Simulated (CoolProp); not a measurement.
Properties of o-xylene along the isotherm 226.65 °C (Tc = 357.1 °C, pc = 3.737 MPa, ω = 0.312).

Model: reference Helmholtz-energy equation of state, Zhou 2012, in CoolProp.

| p (MPa) | phase | Joule-Thomson coefficient (K/MPa) | isothermal compressibility (1/MPa) |
|---|---|---|---|
| 0.0591 | gas | [?] | 17.15 |
| 0.105 | gas | 17.00 | 9.761 |
| 0.187 | gas | 17.60 | 5.599 |
| 0.332 | gas | 18.83 | [?] |
| 1.05 | liquid | -0.04985 | 0.005019 |
| 1.87 | liquid | -0.06620 | [?] |
| 3.32 | liquid | -0.09139 | 0.004398 |
| 5.91 | liquid | -0.1276 | 0.003874 |
| 10.5 | liquid | -0.1742 | 0.003225 |
| 18.7 | liquid | -0.2272 | 0.002517 |

Problem. Complete the blanks.

Solution. 
- 0.0591, Joule-Thomson coefficient (K/MPa): 16.69
- 0.332, isothermal compressibility (1/MPa): 3.294
- 1.87, isothermal compressibility (1/MPa): 0.004772
